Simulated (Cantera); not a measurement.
A closed system holds: 1 mol Si, 3.2 mol NF3, at 450 K and 1.20 mbar.

Method: chemical equilibrium by Gibbs-energy minimisation in Cantera with the NASA 1993 tables (ideal gas, pure condensed phases). Candidate condensed phases: Si, Si3N4; 16 gas species. Rates play no part.

Base state: NF3 0.528, SiF4 0.283, N2 0.189, F2 0.000469 (mole fractions); condensed: gas only.

Task: What changes in the equilibrium state with this change: temperature from 450 K to 1473.15 K?

Result: 
```
species    before    after
-------  --------  -------
F         4.01e-7    0.683
N2          0.189    0.195
SiF4        0.283    0.122
NF3         0.528    <1e-9
F2       0.000469  9.61e-5
```

Task: What changes in the equilibrium state with this change: temperature from 450 K to 798 K?

Result: 
| species | before | after |
|---|---|---|
| F2 | 0.000469 | 0.403 |
| N2 | 0.189 | 0.274 |
| SiF4 | 0.283 | 0.172 |
| NF3 | 0.528 | 0.00342 |
| F | 4.01e-7 | 0.148 |
